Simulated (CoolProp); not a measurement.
Vapour-liquid equilibrium of R13 (1) + propylene (2) at 6.45 °C; x and y are mole fractions of (1).

The numbers come from the multi-fluid Helmholtz-energy mixture model, Platzer 1990 and Lemmon 2013; pair parameters Bell 2016 in CoolProp. This equation is an older, rougher fit; its heat capacities, sound speeds and derivatives of the liquid may be far off and weren't checked against measurements.

```csv
x,"bubble pressure, mixture model (MPa)","bubble pressure, Raoult's law (MPa)","y, mixture model","y, Raoult's law"
0.05,0.8331,0.7853,0.172,0.147
0.15,1.062,0.9462,0.382,0.367
0.25,1.260,1.107,0.510,0.523
0.35,1.434,1.268,0.600,0.639
0.45,1.590,1.429,0.670,0.729
0.55,1.733,1.590,0.730,0.801
0.65,1.869,1.751,0.786,0.859
0.75,2.000,1.912,0.842,0.908
0.85,2.129,2.073,0.901,0.949
0.95,2.254,2.234,0.965,0.984
```

The largest gap from Raoult's law is +13.8 % in bubble pressure, at x = 0.25. No azeotrope shows between x = 0.05 and 0.95.

Pair parameters are fitted to limited data, so mixtures are less certain than the pure fluids.
